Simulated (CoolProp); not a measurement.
A single-stage vapour-compression cycle with R11: evaporating at 263.15 K (dew point), condensing at 320.15 K (bubble point), superheat 5 K, subcooling 8 K, compressor efficiency 0.7, no pressure losses. Each further row changes one setting.

Model: reference Helmholtz-energy equation of state, Jacobsen 1992, in CoolProp.

| case | cooling COP | pressure ratio | discharge temperature (K) | refrigerating effect (kJ/kg) | volumetric capacity (kJ/m³) |
|---|---|---|---|---|---|
| as stated | 2.83 | 8.42 | 363.6 | 153 | 246 |
| evaporating temperature 268.15 K | 3.22 | 6.69 | 358.8 | 156 | 309 |
| condensing temperature 315.15 K | 3.16 | 7.23 | 356.4 | 158 | 253 |
| subcooling 13 K | 2.91 | 8.42 | 363.6 | 158 | 253 |
| superheat 15 K | 2.83 | 8.42 | 375.7 | 159 | 245 |
| compressor efficiency 0.6 | 2.43 | 8.42 | 377.7 | 153 | 246 |
